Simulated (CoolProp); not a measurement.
Sulfur hexafluoride at several states: density (kg/m³) from the reference equation and from simpler models built on Tc = 45.6 °C, pc = 3.755 MPa, ω = 0.210; each cubic takes its own stable root.

Computed with CoolProp (reference Helmholtz-energy equation of state, Guder 2009).

```tsv
T (°C)	p (MPa)	phase	reference	van der Waals	Soave-Redlich-Kwong
-44.15	0.0296	gas	2.288	2.282	2.287
213.15	9.65	supercritical	?	?	388.8
55.85	0.0121	gas	0.6467	0.6466	0.6467
33.25	21	liquid	?	?	?
```

Problem. Complete the blanks.

Solution. 
- 213.15, reference: 400.8
- 213.15, van der Waals: 451.7
- 33.25, reference: 1590
- 33.25, van der Waals: 1187
- 33.25, Soave-Redlich-Kwong: 1554
